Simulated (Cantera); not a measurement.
N2O furnace oxynitridation

An isothermal, constant-pressure homogeneous reactor starts with N2O : O2 = 1 : 0.39 (molar parts), at 1125 K and 1330 Pa.

Model: GRI-Mech 3.0 (53 species, 325 reactions), integrated in Cantera. GRI-Mech 3.0 was tuned for natural gas; its chemistry of N2O as a main component is partial and can be far from experiment. Radical loss at walls, strong at low pressure, is not modelled. The mechanism lacks the step 2 NO + O2 → 2 NO2, which can matter for NO2 below about 1400 K. The temperature is held fixed by assumption; the heat of reaction is taken as removed at once.

| t (s) | x N2O | x O2 | x NO2 | x O | x NO | x N2 |
|---|---|---|---|---|---|---|
| 0.00100 | 0.719 | 0.281 | <1e-12 | 3.72e-7 | 4.23e-8 | 9.03e-7 |
| 0.00363 | 0.719 | 0.281 | <1e-12 | 5.19e-7 | 2.81e-7 | 4.04e-6 |
| 0.0132 | 0.719 | 0.281 | <1e-12 | 5.25e-7 | 1.23e-6 | 1.59e-5 |
| 0.0477 | 0.719 | 0.281 | 1.09e-11 | 5.25e-7 | 4.66e-6 | 5.90e-5 |
| 0.173 | 0.719 | 0.281 | 1.45e-10 | 5.25e-7 | 1.71e-5 | 0.000215 |
| 0.628 | 0.718 | 0.281 | 1.83e-9 | 5.25e-7 | 6.23e-5 | 0.000782 |
| 2.28 | 0.715 | 0.282 | 2.04e-8 | 5.25e-7 | 0.000225 | 0.00283 |
| 8.27 | 0.705 | 0.284 | 1.64e-7 | 5.25e-7 | 0.000811 | 0.0102 |
| 30.0 | 0.669 | 0.293 | 7.99e-7 | 5.24e-7 | 0.00285 | 0.0357 |
x: mole fraction; the columns are a selection and need not sum to one.

Equilibrium at this temperature and pressure: N2O 9.13e-10, O2 0.471, NO2 5.61e-7, O 2.76e-8, NO 0.000131, N2 0.529 (gas phase only).
